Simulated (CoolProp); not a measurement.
n-dodecane along the isobar 26.6 bar: Z from the reference equation and from simpler models built on Tc = 385.0 °C, pc = 18.18 bar, ω = 0.574; each cubic takes its own stable root.

The numbers come from the reference Helmholtz-energy equation of state, Lemmon 2004 in CoolProp. It is a short technical equation, of lower accuracy than the large ones.

| T (°C) | phase | reference |
|---|---|---|
| 80.15 | liquid | 0.2180 |
| 102.85 | liquid | 0.2098 |
| 125.65 | liquid | 0.2028 |
| 148.35 | liquid | 0.1969 |
| 171.15 | liquid | 0.1921 |
| 193.85 | liquid | 0.1882 |
| 216.65 | liquid | 0.1852 |
| 239.35 | liquid | 0.1833 |

### Question
How far does each simpler model (Redlich-Kwong, Soave-Redlich-Kwong) lie from the reference over these 8 states: mean and median of the absolute difference, and the worst?

### Answer
- Redlich-Kwong: mean 29.8 %, median 29.7 %, worst +30.1 % at 239.35 °C and 26.6 bar
- Soave-Redlich-Kwong: mean 21.5 %, median 21.1 %, worst +23.5 % at 80.15 °C and 26.6 bar
